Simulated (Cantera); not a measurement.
Charge: 1 mol SiH₂Cl₂, 0.29 mol NH₃, 21 mol H₂, 0.0035 mol HCl, equilibrated at 0.000180 bar.

These are equilibrium values from Cantera (NASA tables, ideal gas, pure condensed phases), not measurements of a reactor. Candidate condensed phases: NH₄Cl, Si, Si₃N₄; 28 gas species. The tables' values for SiCl, SiCl₃, SiN are old estimates; treat these amounts as uncertain. Gases not in the tables: Si₂H₆ and higher silanes. Rates play no part.

x: gas mole fraction; n: condensed amount in mol.

```csv
T (K),x H₂,x HCl,x H,x Si,x SiCl₂,n Si(s),n Si(l)
1548,0.919,0.0592,0.00220,0.000177,0.0127,0.694,0
1598,0.918,0.0586,0.00380,0.000520,0.0129,0.679,0
1648,0.915,0.0579,?,?,0.0130,0.650,0
1698,0.909,0.0572,?,?,0.0130,0,?
1748,0.898,0.0574,0.0161,0.00809,0.0122,0,0.487
1798,0.881,0.0570,0.0246,0.0171,0.0114,0,0.261
1848,0.857,0.0584,0.0366,0.0285,0.00943,0,0
```

Question: Some entries are withheld; supply them.

Answer: 
- 1698, x H: 0.0103
- 1698, x Si: 0.00365
- 1698, n Si(l): 0.590
- 1648, x H: 0.00635
- 1648, x Si: 0.00143
